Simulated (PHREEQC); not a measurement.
1 kg of water holding 110 mmol/kgw NaBr and 0.94 mmol/kgw CaSO4 is evaporated at 15 °C; the solids stay in contact with the brine. The system is closed to CO2. The run lets Glauberite, Gypsum, Anhydrite, Mirabilite, Portlandite, Thenardite precipitate or redissolve, and no other solid.

Model: Pitzer model, pitzer.dat, run in PHREEQC.

| water left (kg) | ionic strength | water activity | Ca in solution (mol/kgw) | S in solution (mol/kgw) | Br in solution (mol/kgw) |
|---|---|---|---|---|---|
| 1 | 0.114 | 0.996 | 0.000940 | 0.000940 | 0.110 |
| 0.8219 | 0.138 | 0.995 | 0.00114 | 0.00114 | 0.134 |
| 0.6755 | 0.168 | 0.995 | 0.00139 | 0.00139 | 0.163 |
| 0.5552 | 0.205 | 0.993 | 0.00169 | 0.00169 | 0.198 |
| 0.4563 | 0.249 | 0.992 | 0.00206 | 0.00206 | 0.241 |
| 0.375 | 0.303 | 0.990 | 0.00251 | 0.00251 | 0.293 |
| 0.3082 | 0.369 | 0.988 | 0.00305 | 0.00305 | 0.357 |
| 0.2533 | 0.449 | 0.985 | 0.00371 | 0.00371 | 0.434 |
| 0.2082 | 0.546 | 0.982 | 0.00451 | 0.00451 | 0.528 |
| 0.1711 | 0.665 | 0.978 | 0.00549 | 0.00549 | 0.643 |
| 0.1407 | 0.809 | 0.974 | 0.00668 | 0.00668 | 0.782 |
| 0.1156 | 0.984 | 0.968 | 0.00813 | 0.00813 | 0.951 |
| 0.09502 | 1.20 | 0.960 | 0.00989 | 0.00989 | 1.16 |
| 0.07809 | 1.46 | 0.951 | 0.0120 | 0.0120 | 1.41 |
| 0.06418 | 1.77 | 0.940 | 0.0146 | 0.0146 | 1.71 |
| 0.05275 | 2.16 | 0.925 | 0.0178 | 0.0178 | 2.09 |
| 0.04335 | 2.62 | 0.907 | 0.0217 | 0.0217 | 2.54 |
| 0.03564 | 3.19 | 0.883 | 0.0264 | 0.0264 | 3.09 |
| 0.0293 | 3.88 | 0.853 | 0.0321 | 0.0321 | 3.75 |
